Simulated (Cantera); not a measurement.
A diamond (100) surface in a fixed gas of H2 with x(CH4) = 0.0082, x(H) = 0.0016, at 1225 K, 0.0740 bar; coverages are run to steady state.

Model: the Harris–Goodwin 1993 mechanism for the reconstructed diamond (100) surface, integrated in Cantera.

One state of this run: growth (µm/h) = 0.295; θ c6HH = 0.441; θ c6H* = 0.0402; θ c6*H = 0.491; θ c6** = 0.0277; θ c6HM = 0.000319. θ: site fractions in the mechanism's names (c6HH fully hydrogenated, c6H* and c6*H radical sites, c6** diradical, c6HM methylated).

Question: Which value of x(CH3) does it belong to?
A. 2.3e-05
B. 1e-06
C. 6.7e-05
D. 8.2e-06

Answer: A, 2.3e-05
